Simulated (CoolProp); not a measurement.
Properties of isobutene along the isobar 3.36 bar.

The numbers come from the reference Helmholtz-energy equation of state, Lemmon 2005 in CoolProp. It is a short technical equation, of lower accuracy than the large ones.

```json
[
 {"T (K)": "317.9", "phase": "gas", "density (kg/m³)": "?", "isothermal compressibility (1/MPa)": "3.247", "fugacity coefficient": "?"},
 {"T (K)": "334.5", "phase": "gas", "density (kg/m³)": "7.243", "isothermal compressibility (1/MPa)": "3.193", "fugacity coefficient": "0.9397"},
 {"T (K)": "351.1", "phase": "gas", "density (kg/m³)": "6.826", "isothermal compressibility (1/MPa)": "3.154", "fugacity coefficient": "0.9487"},
 {"T (K)": "367.7", "phase": "gas", "density (kg/m³)": "6.463", "isothermal compressibility (1/MPa)": "?", "fugacity coefficient": "?"},
 {"T (K)": "384.2", "phase": "gas", "density (kg/m³)": "6.144", "isothermal compressibility (1/MPa)": "3.102", "fugacity coefficient": "0.9619"},
 {"T (K)": "400.8", "phase": "gas", "density (kg/m³)": "5.857", "isothermal compressibility (1/MPa)": "3.084", "fugacity coefficient": "0.9668"},
 {"T (K)": "417.4", "phase": "gas", "density (kg/m³)": "5.599", "isothermal compressibility (1/MPa)": "3.070", "fugacity coefficient": "0.9710"},
 {"T (K)": "434", "phase": "gas", "density (kg/m³)": "5.364", "isothermal compressibility (1/MPa)": "3.058", "fugacity coefficient": "0.9744"},
 {"T (K)": "450.5", "phase": "gas", "density (kg/m³)": "5.152", "isothermal compressibility (1/MPa)": "3.047", "fugacity coefficient": "0.9774"},
 {"T (K)": "467.1", "phase": "gas", "density (kg/m³)": "4.955", "isothermal compressibility (1/MPa)": "3.039", "fugacity coefficient": "0.9799"},
 {"T (K)": "483.7", "phase": "gas", "density (kg/m³)": "4.774", "isothermal compressibility (1/MPa)": "3.032", "fugacity coefficient": "0.9821"},
 {"T (K)": "500.3", "phase": "gas", "density (kg/m³)": "4.606", "isothermal compressibility (1/MPa)": "3.025", "fugacity coefficient": "0.9840"},
 {"T (K)": "516.8", "phase": "gas", "density (kg/m³)": "4.451", "isothermal compressibility (1/MPa)": "3.020", "fugacity coefficient": "0.9857"},
 {"T (K)": "533.4", "phase": "gas", "density (kg/m³)": "4.306", "isothermal compressibility (1/MPa)": "3.015", "fugacity coefficient": "0.9872"},
 {"T (K)": "550", "phase": "gas", "density (kg/m³)": "4.171", "isothermal compressibility (1/MPa)": "3.011", "fugacity coefficient": "0.9885"}
]
```

Problem. Complete the blanks.

Solution. 
- 317.9, density (kg/m³): 7.731
- 317.9, fugacity coefficient: 0.9282
- 367.7, isothermal compressibility (1/MPa): 3.125
- 367.7, fugacity coefficient: 0.9560
